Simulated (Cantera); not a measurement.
Thermodynamics of boron, boron nitride and boron oxide, feed B₂O₃ + H₂O + N₂

A closed system holds: 1 mol B₂O₃, 1.7 mol H₂O, 0.17 mol N₂, held at 0.0100 bar.

Equilibrium computed with Cantera from the NASA thermochemical tables; the gas is ideal and each condensed phase is pure. Candidate condensed phases: B, BN, B₂O₃, B₃O₃H₃, H₂O; 39 gas species. Gases not in the tables: H₃BO₃. The numbers say what is thermodynamically allowed, not how fast it happens.

```json
[
 {"T (°C)": "600", "log p H₂O": "-2.04", "log p HBO₂": "-6.94", "log p N₂": "-3.04", "log p B₂O₃": "<-14", "n B₂O₃(l)": "0.986"},
 {"T (°C)": "750", "log p H₂O": "-2.04", "log p HBO₂": "-5.40", "log p N₂": "-3.04", "log p B₂O₃": "-11.01", "n B₂O₃(l)": "0.994"},
 {"T (°C)": "900", "log p H₂O": "-2.04", "log p HBO₂": "-4.27", "log p N₂": "-3.04", "log p B₂O₃": "-8.43", "n B₂O₃(l)": "0.992"},
 {"T (°C)": "1050", "log p H₂O": "-2.06", "log p HBO₂": "-3.42", "log p N₂": "-3.05", "log p B₂O₃": "-6.46", "n B₂O₃(l)": "0.962"},
 {"T (°C)": "1200", "log p H₂O": "-2.13", "log p HBO₂": "-2.78", "log p N₂": "-3.08", "log p B₂O₃": "-4.91", "n B₂O₃(l)": "0.829"},
 {"T (°C)": "1350", "log p H₂O": "-2.34", "log p HBO₂": "-2.35", "log p N₂": "-3.16", "log p B₂O₃": "-3.66", "n B₂O₃(l)": "0.389"},
 {"T (°C)": "1500", "log p H₂O": "-2.51", "log p HBO₂": "-2.26", "log p N₂": "-3.23", "log p B₂O₃": "-3.16", "n B₂O₃(l)": "0"},
 {"T (°C)": "1650", "log p H₂O": "-2.50", "log p HBO₂": "-2.28", "log p N₂": "-3.23", "log p B₂O₃": "-3.09", "n B₂O₃(l)": "0"}
]
```
log p: log10 of the partial pressure in bar; n: condensed amount in mol.

From 600 °C to 1350 °C the condensed part is B₂O₃(l). From 1500 °C to 1650 °C nothing is condensed.
